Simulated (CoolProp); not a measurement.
A single-stage vapour-compression cycle with the fluid: evaporating at 241.15 K (dew point), condensing at 293.15 K (bubble point), superheat 10 K, subcooling 2 K, compressor efficiency 0.9, no pressure losses. The same conditions are run with several fluids, on thermodynamics alone (safety and materials aside).

The numbers come from the reference Helmholtz-energy equation of state of each fluid (R115: Lemmon 2016; R407C: Lemmon 2003; hydrogen sulfide: Lemmon 2006; R134a: Tillner-Roth 1994; R142b: Lemmon 2006; C3F8 (R218): Lemmon 2006) in CoolProp. Blends and air are pseudo-pure fits.

**Question.** Rank R115, R407C, hydrogen sulfide, R134a, R142b, C3F8 (R218) by cooling COP, highest first.

**Answer.** R142b (3.49), R134a (3.37), hydrogen sulfide (3.26), R115 (3.08), R407C (2.88), C3F8 (R218) (2.78)

| fluid | pressure ratio | discharge temperature (K) | refrigerating effect (kJ/kg) | volumetric capacity (kJ/m³) |
|---|---|---|---|---|
| R115 | 5.72 | 299.1 | 78.8 | 846 |
| R407C | 8.21 | 337.4 | 174 | 947 |
| hydrogen sulfide | 5.05 | 387.0 | 417 | 2530 |
| R134a | 7.46 | 319.1 | 162 | 626 |
| R142b | 7.99 | 320.7 | 181 | 321 |
| C3F8 (R218) | 6.04 | 293.2 | 58.0 | 689 |

The compression ends wet for: C3F8 (R218).
